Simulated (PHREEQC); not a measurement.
**Alkaline etch or developer: an equilibrium model**

Dissolve 0.028 mol/kgw LiOH and 2.2e-05 mol/kgw H4SiO4 at 25 °C. Closed to the air; pH follows from the charge balance.

The numbers come from PHREEQC with the ion-association model, phreeqc.dat.

No solid was allowed to form.

Task: Estimate the pH.

Result: pH 12.37.

Task: In which forms is Si present?

Result: H3SiO4- 80 %, H2SiO4-2 20 % of the Si.
